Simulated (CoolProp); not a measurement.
The numbers come from the reference Helmholtz-energy equation of state, Setzmann 1991 in CoolProp.

Task: Give the vapour pressure (MPa), liquid density (kg/m³), vapour density (kg/m³), liquid viscosity (µPa s) of saturated methane at 136.4 K.

Result: 
```
T (K)  p (MPa)  liquid density (kg/m³)  vapour density (kg/m³)  liquid viscosity (µPa s)
-----  -------  ----------------------  ----------------------  ------------------------
136.4    0.530                     383                    8.45                      72.5
```

Viscosity comes from a separate model (Quiñones-Cisneros 2006).
